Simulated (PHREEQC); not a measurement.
Make-up at 25 °C: 53 mmol/kgw CdCl2 and 1.8 mmol/kgw H3BO3. Closed to the air; pH follows from the charge balance.

The numbers come from PHREEQC with the ion-association model, wateq4f.dat.

Task: The ionic strength comes out as 0.0761 mol/kgw. What activity coefficients do Cl-, CdCl3-, CdCl+, H+, Cd+2 get?

Result: Cl- 0.78, CdCl3- 0.80, CdCl+ 0.80, H+ 0.84, Cd+2 0.40.

This is a speciation only: nothing precipitates in the calculation.
